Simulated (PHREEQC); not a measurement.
## Leach liquor (model solution)

Make-up at 25 °C: 0.0085 mol/kgw H2SO4 and 0.032 mol/kgw Al2(SO4)3. Closed to the air; pH follows from the charge balance.

The numbers come from PHREEQC with the ion-association model, wateq4f.dat.

```json
{
 "pH": "2.15",
 "ionic_strength": "0.122 mol/kgw",
 "total_alkalinity": "-17.0 meq/kg"
}
```

| species | molality | activity | log γ |
|---|---|---|---|
| AlSO4+ | 0.0440 | 0.0336 | -0.117 |
| SO4-2 | 0.0264 | 0.00922 | -0.457 |
| Al(SO4)2- | 0.0128 | 0.00980 | -0.117 |
| H+ | 0.00864 | 0.00707 | -0.088 |
| HSO4- | 0.00830 | 0.00634 | -0.117 |
| Al+3 | 0.00708 | 0.00115 | -0.788 |
| AlHSO4+2 | 5.98e-5 | 2.10e-5 | -0.453 |
| AlOH+2 | 4.45e-6 | 1.62e-6 | -0.440 |
| Al(OH)2+ | 2.31e-9 | 1.79e-9 | -0.110 |

Precipitation was switched off in this run.
